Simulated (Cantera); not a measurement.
## Moist CO burnout

An isothermal, constant-pressure homogeneous reactor starts with 0.226 % CO, 0.254 % O2, 5.28 % H2O, 94.2 % N2, equivalence ratio 0.44, at 900 K and 82.5 Torr.

Cantera simulation using GRI-Mech 3.0 (53 species, 325 reactions); the numbers are that mechanism's predictions, not measurements.

```csv
t (s),x CO,x O2,x H2O,x OH,x NO,x NO2,x O
4.00e-6,0.00226,0.00254,0.0528,<1e-12,<1e-12,<1e-12,<1e-12
1.72e-5,0.00226,0.00254,0.0528,<1e-12,<1e-12,<1e-12,<1e-12
7.39e-5,0.00226,0.00254,0.0528,<1e-12,<1e-12,<1e-12,<1e-12
0.000317,0.00226,0.00254,0.0528,<1e-12,<1e-12,<1e-12,<1e-12
0.00136,0.00226,0.00254,0.0528,<1e-12,<1e-12,<1e-12,<1e-12
0.00586,0.00226,0.00254,0.0528,<1e-12,<1e-12,<1e-12,<1e-12
0.0252,0.00226,0.00254,0.0528,<1e-12,<1e-12,<1e-12,1.04e-12
0.108,0.00226,0.00254,0.0528,1.82e-11,<1e-12,<1e-12,3.33e-11
0.465,0.00207,0.00248,0.0527,6.47e-6,4.16e-11,<1e-12,7.72e-6
2.00,6.51e-5,0.00146,0.0528,4.25e-6,1.80e-9,3.03e-12,8.22e-7
```
x: mole fraction; the columns are a selection and need not sum to one.

Equilibrium at this temperature and pressure: CO <1e-12, O2 0.00141, H2O 0.0528, OH 4.76e-9, NO 8.33e-7, NO2 2.64e-9, O <1e-12 (gas phase only).
